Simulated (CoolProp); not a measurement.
Vapour-liquid equilibrium of R125 (1) + cyclopropane (2) at 308.5 K; x and y are mole fractions of (1).

Values from CoolProp's multi-fluid Helmholtz-energy mixture model, Lemmon 2005 and Polt 1992; pair parameters Bell 2016. This equation is an older, rougher fit; its heat capacities, sound speeds and derivatives of the liquid may be far off and weren't checked against measurements.

| x | bubble pressure (bar) | y at the bubble point | dew pressure at overall composition x (bar) | liquid density (mol/L) |
|---|---|---|---|---|
| 0.05 | ? | 0.167 | ? | 13.95 |
| 0.15 | 13.67 | 0.349 | 11.00 | 13.23 |
| 0.25 | 15.29 | 0.449 | 12.23 | 12.56 |
| 0.35 | ? | 0.518 | 13.68 | 11.93 |
| 0.45 | 17.20 | 0.575 | 15.31 | 11.36 |
| 0.55 | 17.81 | 0.631 | 16.87 | 10.85 |
| 0.65 | 18.25 | ? | 17.97 | 10.41 |
| 0.75 | 18.49 | 0.761 | 18.47 | ? |
| 0.85 | 18.49 | ? | 18.48 | 9.716 |
| 0.95 | 18.20 | ? | 18.17 | 9.461 |

Question: What belongs in the gaps?

Answer: 
- 0.05, bubble pressure (bar): 11.19
- 0.05, dew pressure at overall composition x (bar): 9.948
- 0.35, bubble pressure (bar): 16.40
- 0.65, y at the bubble point: 0.692
- 0.75, liquid density (mol/L): 10.03
- 0.85, y at the bubble point: 0.843
- 0.95, y at the bubble point: 0.943

y crosses x between x = 0.75 and 0.85: the model has an azeotrope there.

The pair parameters rest on a limited set of measurements; away from them the model extrapolates.
